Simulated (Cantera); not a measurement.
A Cantera script and what it prints.

```python
import numpy as np
import cantera as ct

gas_names = """
    CL CL2 N N2 Si SiCL SiCL2 SiCL3 SiCL4 SiN Si2 Si2N Si3
""".split()
cond_names = """
    Si(cr) Si(L) Si3N4(a)
""".split()


# ... load() reads the species with a 1 bar reference pressure and builds the phases ...
atoms = {
    'SiCl4': {'Si': 1, 'CL': 4},
    'Cl2': {'CL': 2},
    'N2': {'N': 2},
}
top_T = {'Si3N4(a)': 2400}  # K; cautious upper limits of use, not melting points


# ... equilibrate(T, P, feed) seeds the gas with the atoms and calls Mixture.equilibrate('TP', solver="vcs", rtol=1e-11, max_steps=5000) ...
results = []
feed = {'SiCl4': 1, 'Cl2': 0.078, 'N2': 37}  # mol
T = 1550  # K
P = 13000  # Pa
mix = equilibrate(T, P, feed)
results.append((T, P, feed, dict(zip(mix.species_names, mix.species_moles))))
x = sorted(zip(gas.X, gas.species_names), reverse=True)
print(f"T = {T:g} K  P = {P:g} Pa  gas = {mix.phase_moles(0):.4g} mol")
print("   x: " + "  ".join(f"{s} {v:.3e}" for v, s in x if v > 1e-05))
print("   condensed (mol): " + ("  ".join(f"{mix.phase(i).name} {mix.phase_moles(i):.4g}"
      for i in range(1, mix.n_phases) if mix.phase_moles(i) > 1e-12) or "none"))
```

Output:

```
T = 1550 K  P = 13000 Pa  gas = 38.16 mol
   x: N2 9.697e-01  SiCL4 2.594e-02  CL 3.792e-03  CL2 2.855e-04  SiCL3 2.602e-04
   condensed (mol): none
```

Equilibrium computed with Cantera from the NASA thermochemical tables; the gas is ideal and each condensed phase is pure. The tables' values for SiCl3 are old estimates; treat these amounts as uncertain.
